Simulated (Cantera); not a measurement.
## N2O furnace oxynitridation

An isothermal, constant-pressure homogeneous reactor starts with N2O : N2 = 0.42 : 8.7 (molar parts), at 1325 K and 1.00 atm.

Detailed kinetics in Cantera: GRI-Mech 3.0 (53 species, 325 reactions). GRI-Mech 3.0 was tuned for natural gas; its chemistry of N2O as a main component is partial and can be far from experiment. The mechanism lacks 2 NO + O2 → 2 NO2 and HONO, so NO2 and the effect of NO are under-described below about 1400 K.

| t (s) | x N2O | x NO2 | x NO | x O | x N2 | x O2 |
|---|---|---|---|---|---|---|
| 0.000900 | 0.0458 | 3.91e-8 | 3.01e-5 | 9.95e-6 | 0.954 | 7.90e-5 |
| 0.00331 | 0.0453 | 4.59e-7 | 0.000118 | 9.91e-6 | 0.954 | 0.000310 |
| 0.0122 | 0.0433 | 3.03e-6 | 0.000427 | 9.72e-6 | 0.955 | 0.00113 |
| 0.0447 | 0.0368 | 1.19e-5 | 0.00140 | 9.03e-6 | 0.958 | 0.00380 |
| 0.164 | 0.0213 | 3.12e-5 | 0.00355 | 6.83e-6 | 0.965 | 0.0103 |
| 0.604 | 0.00437 | 4.54e-5 | 0.00525 | 2.36e-6 | 0.973 | 0.0177 |
| 2.22 | 5.78e-5 | 2.70e-5 | 0.00541 | 9.78e-8 | 0.975 | 0.0197 |
| 8.16 | 2.01e-8 | 1.64e-5 | 0.00542 | 3.88e-8 | 0.975 | 0.0198 |
| 30.0 | 2.01e-8 | 1.64e-5 | 0.00542 | 3.88e-8 | 0.975 | 0.0198 |
x: mole fraction; the columns are a selection and need not sum to one.

Equilibrium at this temperature and pressure: N2O 1.25e-8, NO2 5.47e-7, NO 0.000170, O 4.12e-8, N2 0.977, O2 0.0224 (gas phase only).
